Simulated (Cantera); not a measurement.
What does this Cantera script print?

```python
import numpy as np
import cantera as ct

gas = ct.Solution("gri30.yaml")
gas.TPX = 873, 23000, {'CO': 0.021, 'O2': 0.0031, 'H2O': 0.00044, 'N2': 1}
reactor = ct.IdealGasConstPressureReactor(gas, energy="off", clone=False)
net = ct.ReactorNet([reactor])
net.rtol, net.atol = 1e-08, 1e-18
show = ['CO', 'O2', 'H2O', 'H2', 'NO', 'OH', 'N2O']
times = np.geomspace(2e-05, 90, 12)

steps = ct.SolutionArray(gas, extra=["t"])
rows = []
print(f"{'t/s':>10s}{'T/K':>9s}{'P/Pa':>11s}" + "".join(f"{s:>11s}" for s in show))
for t in times:
    while net.time < t:
        t_next = net.step()
        steps.append(gas.state, t=t_next)
    rows.append([np.interp(t, steps.t, y) for y in (steps.T, steps.P, *steps(*show).X.T)])
    print(f"{t:10.3e}{rows[-1][0]:9.1f}{rows[-1][1]:11.4g}" + "".join(f"{x:11.3e}" for x in rows[-1][2:]))
rate = np.gradient(steps.T, steps.t)
print("integrator steps:", len(steps.t))
if steps.T.max() > steps.T[0] + 200:
    print(f"time of steepest temperature rise: {steps.t[rate.argmax()]:.4e} s")
gas.TPX = 873, 23000, {'CO': 0.021, 'O2': 0.0031, 'H2O': 0.00044, 'N2': 1}
gas.equilibrate("TP")
print(f"equilibrium (TP): T = {gas.T:.1f} K  " + "  ".join(f"{s} {gas[s].X[0]:.3e}" for s in show))
```

It prints:

```
       t/s      T/K       P/Pa         CO         O2        H2O         H2         NO         OH        N2O
 2.000e-05    873.0    2.3e+04  2.050e-02  3.026e-03  4.295e-04  4.806e-25  5.504e-30  2.649e-19  3.546e-22
 8.051e-05    873.0    2.3e+04  2.050e-02  3.026e-03  4.295e-04  2.787e-23  7.484e-29  2.526e-18  4.650e-21
 3.241e-04    873.0    2.3e+04  2.050e-02  3.026e-03  4.295e-04  3.012e-21  1.330e-27  2.074e-17  7.392e-20
 1.305e-03    873.0    2.3e+04  2.050e-02  3.026e-03  4.295e-04  2.492e-19  2.663e-26  1.101e-16  1.182e-18
 5.253e-03    873.0    2.3e+04  2.050e-02  3.026e-03  4.295e-04  1.479e-17  5.148e-25  5.335e-16  1.862e-17
 2.115e-02    873.0    2.3e+04  2.050e-02  3.026e-03  4.295e-04  5.463e-16  8.196e-24  2.478e-15  2.708e-16
 8.512e-02    873.0    2.3e+04  2.050e-02  3.026e-03  4.295e-04  1.100e-14  1.019e-22  9.242e-15  3.065e-15
 3.427e-01    873.0    2.3e+04  2.050e-02  3.026e-03  4.295e-04  1.689e-13  9.089e-22  3.440e-14  2.175e-14
 1.380e+00    873.0    2.3e+04  2.050e-02  3.026e-03  4.295e-04  3.386e-12  1.410e-20  2.031e-13  1.528e-13
 5.554e+00    873.0    2.3e+04  2.050e-02  3.026e-03  4.295e-04  3.136e-10  1.244e-17  7.377e-12  5.848e-12
 2.236e+01    873.0    2.3e+04  2.046e-02  3.005e-03  4.291e-04  3.365e-07  9.927e-14  1.614e-10  1.006e-09
 9.000e+01    873.0    2.3e+04  2.017e-02  2.861e-03  4.268e-04  2.679e-06  3.515e-12  2.683e-10  7.617e-09
integrator steps: 392
equilibrium (TP): T = 873.0 K  CO 1.412e-02  O2 1.706e-25  H2O 6.285e-05  H2 3.679e-04  NO 6.387e-18  OH 2.312e-16  N2O 3.269e-22
```

Detailed kinetics in Cantera: GRI-Mech 3.0 (53 species, 325 reactions).
